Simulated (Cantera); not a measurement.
**Roasting and sulfation: FeS + H₂S + CO₂**

Input: 1 mol FeS, 1.8 mol H₂S, 0.2 mol CO₂, at 15.0 bar.

Equilibrium computed with Cantera from the NASA thermochemical tables; the gas is ideal and each condensed phase is pure. Candidate condensed phases: C, C₆H₆, C₇H₈, C₈H₁₈, Fe, Fe(CO)₅, FeO, Fe(OH)₂, Fe(OH)₃, FeS, FeSO₄, FeS₂, Fe₂O₃, Fe₂(SO₄)₃, Fe₃O₄, H₂O, H₂SO₄, S; 127 gas species. FeS: taken at fixed stoichiometry. Gases not in the tables: S₃ to S₇. Equilibrium is a limit: real reactors are often held back by kinetics, nucleation or transport.

At 477 °C the condensed part is FeS(s) + FeS₂(s). At 527 °C the condensed part is C(graphite) + FeS(s) + FeS₂(s). From 577 °C to 677 °C the condensed part is FeS(s) + FeS₂(s). From 727 °C to 1077 °C the condensed part is FeS(s).

```tsv
T (°C)	x H₂S	x H₂O	x CH₄	x H₂	x S₂	x CO₂	x CO	x COS	n FeS(s)	n FeS₂(s)	n C(graphite)
477	0.649	0.178	0.0880	0.0554	3.83e-7	0.0276	0.00141	0.000554	0.305	0.695	0
527	0.775	0.0860	0.0306	0.0390	6.59e-6	0.0586	0.00629	0.00411	0.659	0.341	0.0134
577	0.831	0.0413	0.00596	0.0262	8.09e-5	0.0665	0.0138	0.0141	0.874	0.126	0
627	0.844	0.0373	0.000335	0.0177	0.000751	0.0646	0.0133	0.0203	0.938	0.0616	0
677	0.844	0.0391	1.81e-5	0.0123	0.00549	0.0625	0.0109	0.0238	0.975	0.0246	0
727	0.831	0.0429	6.59e-6	0.0137	0.0133	0.0583	0.0130	0.0249	1.00	0	0
777	0.816	0.0477	6.14e-6	0.0191	0.0185	0.0531	0.0180	0.0244	1.00	0	0
827	0.799	0.0525	5.65e-6	0.0258	0.0248	0.0477	0.0238	0.0233	1.00	0	0
877	0.780	0.0571	5.13e-6	0.0341	0.0320	0.0423	0.0300	0.0218	1.00	0	0
927	0.758	0.0614	4.62e-6	0.0439	0.0400	0.0371	0.0364	0.0200	1.00	0	0
977	0.735	0.0654	4.11e-6	0.0554	0.0488	0.0321	0.0425	0.0181	1.00	0	0
1027	0.710	0.0688	3.63e-6	0.0685	0.0581	0.0275	0.0483	0.0161	1.00	0	0
1077	0.683	0.0716	3.18e-6	0.0831	0.0680	0.0234	0.0534	0.0142	1.00	0	0
```
x: gas mole fraction; n: condensed amount in mol.
